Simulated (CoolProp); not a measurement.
A single-stage vapour-compression cycle with chlorine: evaporating at 229.15 K (dew point), condensing at 255.15 K (bubble point), superheat 5 K, subcooling 5 K, compressor efficiency 0.6, no pressure losses. Each further row changes one setting.

Model: reference Helmholtz-energy equation of state, Thol 2021, in CoolProp.

| case | cooling COP | pressure ratio | discharge temperature (K) | refrigerating effect (kJ/kg) | volumetric capacity (kJ/m³) |
|---|---|---|---|---|---|
| as stated | 4.75 | 3.06 | 356.3 | 275 | 650 |
| evaporating temperature 234.15 K | 6.14 | 2.41 | 334.5 | 277 | 814 |
| condensing temperature 250.15 K | 5.99 | 2.52 | 333.0 | 280 | 661 |
| subcooling 10 K | 4.83 | 3.06 | 356.3 | 280 | 661 |
| superheat 15 K | 4.62 | 3.06 | 370.8 | 280 | 632 |
| compressor efficiency 0.5 | 3.95 | 3.06 | 379.3 | 275 | 650 |
